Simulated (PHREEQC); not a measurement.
**Hard or scaling water (model solution)**

Solution (30 °C): 0.016 mol BaCl2, 0.00059 mol NaF and 0.064 mol NaCl per kg of water. Closed to the air; pH follows from the charge balance.

Model: ion-association model, wateq4f.dat, run in PHREEQC.

This is a speciation only: nothing precipitates in the calculation.

Problem. What pH does the model give?

Solution. pH 7.00.

Problem. In which forms is F present?

Solution. F- 98 %, NaF 2.1 % of the F.
